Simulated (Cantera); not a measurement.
A perfectly stirred reactor is fed with 0.942 % CO, 3.90 % O2, 0.0238 % H2O, 95.1 % N2, equivalence ratio 0.12, at 700000 Pa; it is held at 1425 K, and followed from long to short residence time.

Computed with Cantera and GRI-Mech 3.0 (53 species, 325 reactions).

x: mole fraction; the columns are a selection and need not sum to one.

```json
[
 {"τ (s)": "11", "x CO": "1.85e-5", "x O2": "0.0345", "x H2O": "0.000238", "x NO": "9.27e-6", "x H2O2": "1.45e-10", "x H2": "[?]", "x OH": "2.28e-6"},
 {"τ (s)": "3.1", "x CO": "4.89e-5", "x O2": "0.0345", "x H2O": "0.000237", "x NO": "1.02e-5", "x H2O2": "2.67e-10", "x H2": "[?]", "x OH": "3.03e-6"},
 {"τ (s)": "0.87", "x CO": "0.000130", "x O2": "0.0345", "x H2O": "0.000237", "x NO": "1.13e-5", "x H2O2": "5.18e-10", "x H2": "[?]", "x OH": "3.98e-6"},
 {"τ (s)": "0.24", "x CO": "0.000344", "x O2": "0.0346", "x H2O": "0.000236", "x NO": "1.19e-5", "x H2O2": "1.12e-9", "x H2": "[?]", "x OH": "5.22e-6"},
 {"τ (s)": "0.068", "x CO": "0.000851", "x O2": "0.0348", "x H2O": "0.000235", "x NO": "1.05e-5", "x H2O2": "2.54e-9", "x H2": "[?]", "x OH": "6.87e-6"},
 {"τ (s)": "0.019", "x CO": "0.00196", "x O2": "0.0354", "x H2O": "0.000233", "x NO": "6.96e-6", "x H2O2": "5.48e-9", "x H2": "[?]", "x OH": "9.01e-6"},
 {"τ (s)": "0.0054", "x CO": "0.00393", "x O2": "0.0363", "x H2O": "0.000230", "x NO": "3.16e-6", "x H2O2": "9.91e-9", "x H2": "[?]", "x OH": "1.12e-5"},
 {"τ (s)": "0.0015", "x CO": "0.00655", "x O2": "0.0376", "x H2O": "0.000228", "x NO": "7.86e-7", "x H2O2": "1.39e-8", "x H2": "[?]", "x OH": "1.22e-5"}
]
```

Question: Fill in the missing entries.

Answer: 
- 11, x H2: 5.08e-9
- 3.1, x H2: 1.16e-8
- 0.87, x H2: 2.84e-8
- 0.24, x H2: 7.32e-8
- 0.068, x H2: 1.81e-7
- 0.019, x H2: 4.08e-7
- 0.0054, x H2: 7.68e-7
- 0.0015, x H2: 1.10e-6
